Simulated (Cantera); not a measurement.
Charge: 1 mol CF4, 0.32 mol HCl, held at 1625 °C.

Equilibrium computed with Cantera from the NASA thermochemical tables; the gas is ideal and each condensed phase is pure. Candidate condensed phases: C, C6H6, C7H8, C8H18; 118 gas species. Gases not in the tables: C2F6 and larger saturated fluorocarbons. Equilibrium is a limit: real reactors are often held back by kinetics, nucleation or transport.

Problem. What share of the C ends up in condensed phases as a function of P (Pa), at 1, 4.20, 18, 75, 320, 1300, 5600, 24000, 100000?

Solution. 
```json
[
 {"P (Pa)": "1", "C condensed (%)": "47.0", "as": "C(graphite)"},
 {"P (Pa)": "4.20", "C condensed (%)": "6.7", "as": "C(graphite)"},
 {"P (Pa)": "18", "C condensed (%)": "0.0", "as": "-"},
 {"P (Pa)": "75", "C condensed (%)": "1.2", "as": "C(graphite)"},
 {"P (Pa)": "320", "C condensed (%)": "4.1", "as": "C(graphite)"},
 {"P (Pa)": "1300", "C condensed (%)": "5.8", "as": "C(graphite)"},
 {"P (Pa)": "5600", "C condensed (%)": "6.6", "as": "C(graphite)"},
 {"P (Pa)": "24000", "C condensed (%)": "6.7", "as": "C(graphite)"},
 {"P (Pa)": "100000", "C condensed (%)": "6.3", "as": "C(graphite)"}
]
```
